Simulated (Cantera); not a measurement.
An adiabatic, constant-pressure homogeneous reactor starts with CH₄ : CO : O₂ : N₂ : CO₂ = 1 : 0.84 : 7.56 : 28.4 : 4.4 (molar parts), at 1623 K and 720000 Pa.

Detailed kinetics in Cantera: GRI-Mech 3.0 (53 species, 325 reactions).

x: mole fraction; the columns are a selection and need not sum to one.

| t (s) | T (K) | x CH₄ | x CO | x O₂ | x H₂O | x OH |
|---|---|---|---|---|---|---|
| 8.00e-6 | 1623 | 0.0237 | 0.0199 | 0.179 | 1.46e-5 | … |
| 2.18e-5 | 1623 | 0.0235 | 0.0199 | 0.179 | 0.000140 | … |
| 5.94e-5 | 1688 | 0.0145 | 0.0233 | 0.170 | 0.0101 | … |
| 0.000162 | 2212 | <1e-12 | 0.00208 | 0.123 | 0.0465 | … |
| 0.000442 | 2222 | <1e-12 | 0.00111 | 0.123 | 0.0467 | 0.00199 |
| 0.00120 | 2221 | <1e-12 | 0.00110 | 0.123 | 0.0467 | 0.00199 |
| 0.00328 | 2221 | <1e-12 | 0.00110 | 0.123 | 0.0467 | 0.00198 |
| 0.00894 | 2220 | <1e-12 | 0.00109 | 0.122 | 0.0467 | 0.00197 |
| 0.0244 | 2217 | <1e-12 | 0.00108 | 0.122 | 0.0468 | 0.00195 |
| 0.0665 | 2212 | <1e-12 | 0.00104 | 0.120 | 0.0468 | 0.00190 |
| 0.181 | 2205 | <1e-12 | 0.00101 | 0.119 | 0.0468 | 0.00185 |
| 0.494 | 2204 | <1e-12 | 0.000997 | 0.118 | 0.0468 | 0.00183 |
| 1.35 | 2204 | <1e-12 | 0.000997 | 0.118 | 0.0468 | 0.00183 |
| 3.67 | 2204 | <1e-12 | 0.000997 | 0.118 | 0.0468 | 0.00183 |
| 10.0 | 2204 | <1e-12 | 0.000997 | 0.118 | 0.0468 | 0.00183 |

**Question.** Fill in the missing entries.

**Answer.** 
- 8.00e-6, x OH: 5.28e-7
- 2.18e-5, x OH: 2.58e-6
- 5.94e-5, x OH: 0.000175
- 0.000162, x OH: 0.00238
